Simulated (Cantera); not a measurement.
Diamond growth

A diamond (100) surface in a fixed gas of H2 with x(CH4) = 0.015, x(CH3) = 2.4e-05, at 1225 K, 4200 Pa; coverages are run to steady state.

Detailed kinetics in Cantera: the Harris–Goodwin 1993 mechanism for the reconstructed diamond (100) surface.

```json
[
 {"x(H)": "0.0001", "growth (µm/h)": "0.0122", "θ c6HH": "0.626", "θ c6H*": "0.0279", "θ c6*H": "0.340", "θ c6**": "0.00495", "θ c6HM": "0.000104"},
 {"x(H)": "0.00021", "growth (µm/h)": "0.0296", "θ c6HH": "0.542", "θ c6H*": "0.0338", "θ c6*H": "0.413", "θ c6**": "0.0102", "θ c6HM": "0.000138"},
 {"x(H)": "0.00045", "growth (µm/h)": "0.0583", "θ c6HH": "0.486", "θ c6H*": "0.0376", "θ c6*H": "0.459", "θ c6**": "0.0173", "θ c6HM": "0.000169"},
 {"x(H)": "0.00097", "growth (µm/h)": "0.0984", "θ c6HH": "0.453", "θ c6H*": "0.0396", "θ c6*H": "0.483", "θ c6**": "0.0242", "θ c6HM": "0.000190"},
 {"x(H)": "0.0021", "growth (µm/h)": "0.157", "θ c6HH": "0.436", "θ c6H*": "0.0405", "θ c6*H": "0.494", "θ c6**": "0.0292", "θ c6HM": "0.000199"},
 {"x(H)": "0.0044", "growth (µm/h)": "0.245", "θ c6HH": "0.428", "θ c6H*": "0.0409", "θ c6*H": "0.499", "θ c6**": "0.0321", "θ c6HM": "0.000191"},
 {"x(H)": "0.0093", "growth (µm/h)": "0.385", "θ c6HH": "0.424", "θ c6H*": "0.0412", "θ c6*H": "0.501", "θ c6**": "0.0337", "θ c6HM": "0.000167"},
 {"x(H)": "0.02", "growth (µm/h)": "0.579", "θ c6HH": "0.422", "θ c6H*": "0.0413", "θ c6*H": "0.502", "θ c6**": "0.0345", "θ c6HM": "0.000129"},
 {"x(H)": "0.042", "growth (µm/h)": "0.782", "θ c6HH": "0.421", "θ c6H*": "0.0416", "θ c6*H": "0.502", "θ c6**": "0.0349", "θ c6HM": "8.67e-5"}
]
```
θ: site fractions in the mechanism's names (c6HH fully hydrogenated, c6H* and c6*H radical sites, c6** diradical, c6HM methylated).
